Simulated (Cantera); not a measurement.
# Equilibrium for fluorocarbon and chlorocarbon gases: CH₃Cl + H₂ + Si

A closed system holds: 1 mol CH₃Cl, 0.36 mol H₂, 0.028 mol Si, held at 1900 K.

Cantera equilibrium calculation (NASA polynomials, part measured and part estimated; ideal gas, pure solids and liquids). Candidate condensed phases: C, C₆H₆, C₇H₈, C₈H₁₈, Si, SiC; 109 gas species. The tables' values for SiCl₃, SiCl are old estimates; treat these amounts as uncertain. Rates play no part.

```csv
P (Pa),x H₂,x HCl,x H,x Cl,x SiCl₂,x Si,x SiCl₃,n C(graphite)
1,0.458,0.283,0.170,0.0792,0.00262,0.00699,1.16e-6,0.998
3.60,0.515,0.332,0.0949,0.0462,0.00641,0.00387,5.94e-6,0.998
13,0.550,0.362,0.0516,0.0256,0.00948,0.00143,1.76e-5,0.999
46,0.568,0.378,0.0279,0.0140,0.0109,0.000437,3.90e-5,0.999
170,0.578,0.388,0.0146,0.00742,0.0114,0.000120,8.00e-5,0.999
600,0.583,0.394,0.00782,0.00399,0.0115,3.37e-5,0.000154,0.999
2200,0.585,0.396,0.00409,0.00209,0.0115,9.05e-6,0.000294,0.999
7700,0.587,0.398,0.00219,0.00112,0.0112,2.52e-6,0.000539,0.999
28000,0.588,0.398,0.00115,0.000587,0.0107,6.60e-7,0.000979,0.999
100000,0.589,0.398,0.000609,0.000310,0.00963,1.67e-7,0.00166,0.998
```
x: gas mole fraction; n: condensed amount in mol.

From 1.00 Pa to 1.00 bar the condensed part is C(graphite). The main Si-bearing gas is Si at 1.00 Pa and SiCl₂ at 1.00 bar.
